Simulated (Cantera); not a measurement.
Charge: 1 mol Ti(OiPr)4, 0.28 mol CH4, 8.7 mol N2, at 2125 K and 75.0 Torr.

Equilibrium computed with Cantera from the NASA thermochemical tables; the gas is ideal and each condensed phase is pure. Candidate condensed phases: C, C6H6, C7H8, C8H18, H2O, Ti, TiC, TiN, TiO, TiO2, Ti2O3, Ti3O5, Ti4O7; 139 gas species. The feed counts by its element totals alone. TiC: taken at fixed stoichiometry. Kinetics and transport are ignored.

Base state: H2 0.522, N2 0.313, CO 0.146, HCN 0.00946, H 0.00830, C2H2 (acetylene) 0.000874, HNC 0.000665 (mole fractions); condensed: C(graphite) + TiC(s).

Question: What changes in the equilibrium state with this change: temperature from 2125 K to 1875 K?

Answer: 
| species | before | after |
|---|---|---|
| H2 | 0.522 | 0.531 |
| N2 | 0.313 | 0.317 |
| CO | 0.146 | 0.147 |
| H | 0.00830 | 0.00151 |
| HCN | 0.00946 | 0.00358 |
| C2H2 (acetylene) | 0.000874 | 0.000168 |
| HNC | 0.000665 | 0.000160 |
| CH4 | 8.47e-6 | 1.71e-5 |
| C(graphite), mol | 6.95 | 7.17 |
| TiC(s), mol | 1.000 | 1.00 |
